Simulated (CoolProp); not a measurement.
A closed Brayton cycle with carbon dioxide: compressor inlet 318.15 K and 9.8 MPa, high pressure 21.5 MPa, turbine inlet 810 K, compressor efficiency 0.8, turbine efficiency 0.85, recuperator effectiveness 0.8 (on enthalpy, no pinch check). Each further row changes one setting.

The numbers come from the reference Helmholtz-energy equation of state, Span 1996 in CoolProp.

```csv
case,thermal efficiency (%),net work (kJ/kg),compressor to turbine work,compressor exit (K),turbine exit (K)
as stated,24.8,70.4,0.28,358.2,720.8
turbine inlet 760 K,23.8,63.5,(withheld),358.2,673.9
compressor inlet 328.15 K,23.8,60.0,0.38,(withheld),720.8
high pressure 18.3 MPa,22.0,58.2,(withheld),(withheld),(withheld)
recuperator effectiveness 0.5,16.9,70.4,0.28,358.2,720.8
```

**Question.** Some entries are withheld; supply them.

**Answer.** 
- turbine inlet 760 K, compressor to turbine work: 0.30
- compressor inlet 328.15 K, compressor exit (K): 387.3
- high pressure 18.3 MPa, compressor to turbine work: 0.26
- high pressure 18.3 MPa, compressor exit (K): 349.7
- high pressure 18.3 MPa, turbine exit (K): 738.7
